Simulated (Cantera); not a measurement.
Gas mixture: C2H6 = 0.46 (molar parts), at 645 Torr, frozen composition.

Cantera's kinetic-theory transport with the Lennard-Jones parameters of GRI-Mech 3.0, ideal gas; thermal conductivity in the mixture-averaged form. The composition is frozen, though it would react at the higher temperatures.

D: mixture-averaged diffusion coefficient of that species in the mixture.

| T (K) | ρ (kg/m³) | cp (J/kg/K) | μ (µPa s) | λ (mW/m/K) | Pr | D (cm²/s) NO | D (cm²/s) O | D (cm²/s) CO2 |
|---|---|---|---|---|---|---|---|---|
| 400 | 0.778 | 2167 | 12.3 | 35.6 | 0.750 | 0.290 | 0.451 | 0.219 |
| 550 | 0.566 | 2784 | 16.2 | 60.3 | 0.750 | 0.509 | 0.789 | 0.395 |
| 700 | 0.444 | 3308 | 19.7 | 86.8 | 0.751 | 0.772 | 1.19 | 0.611 |
| 850 | 0.366 | 3717 | 22.9 | 114 | 0.748 | 1.08 | 1.66 | 0.860 |
| 1000 | 0.311 | 4080 | (withheld) | (withheld) | 0.751 | (withheld) | (withheld) | (withheld) |
| 1150 | 0.270 | 4365 | 28.4 | 165 | 0.751 | 1.79 | 2.76 | 1.45 |
| 1300 | 0.239 | 4601 | 31.0 | 190 | 0.750 | 2.20 | 3.39 | 1.79 |
| 1450 | 0.215 | 4796 | 33.4 | (withheld) | 0.749 | (withheld) | (withheld) | (withheld) |
| 1600 | 0.194 | 4957 | 35.7 | 236 | 0.748 | 3.12 | 4.79 | 2.54 |

Question: What belongs in the gaps?

Answer: 
- 1000, μ (µPa s): 25.7
- 1000, λ (mW/m/K): 140
- 1000, D (cm²/s) NO: 1.42
- 1000, D (cm²/s) O: 2.18
- 1000, D (cm²/s) CO2: 1.14
- 1450, λ (mW/m/K): 214
- 1450, D (cm²/s) NO: 2.64
- 1450, D (cm²/s) O: 4.07
- 1450, D (cm²/s) CO2: 2.15
